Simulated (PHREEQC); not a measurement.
## Nickel, zinc or cadmium bath

Consider water at 20 °C with 2.2 mmol/kgw ZnSO4 and 160 mmol/kgw KCl. Closed to the air; pH follows from the charge balance.

The numbers come from PHREEQC with the ion-association model, phreeqc.dat.

This is a speciation only: nothing precipitates in the calculation.

**Question.** Estimate the pH, density.

**Answer.** pH 5.83; density 1.006 g/cm³.

**Question.** In which forms is S present?

**Answer.** SO4-2 74 %, KSO4- 23 %, ZnSO4 3.1 % of the S.

Species that the database lacks are ignored.
